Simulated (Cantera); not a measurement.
# Thermodynamics of boron, boron nitride and boron oxide, feed B2H6 + H2O + N2

Input: 1 mol B2H6, 0.35 mol H2O, 0.14 mol N2, held at 502 °C and 30.0 mbar.

Equilibrium computed with Cantera from the NASA thermochemical tables; the gas is ideal and each condensed phase is pure. Candidate condensed phases: B, BN, B2O3, B3O3H3, H2O; 39 gas species. The feed counts by its element totals alone. N2 is the only nitrogen source here; it is nearly inert below about 1500 K, so the nitride shown seldom forms there in practice. Equilibrium is a limit: real reactors are often held back by kinetics, nucleation or transport.

```
Quantity                                 Result
------------------------------------  ---------
x(H2)                                     0.999
x(B3O3H3)                              0.000674
n(B(s))                                1.48 mol
n(BN(s))                              0.280 mol
n(B2O3(l))                            0.114 mol
gas amount                            3.349 mol
log10 activity of B3O3H3(s) (absent)      -7.91
```
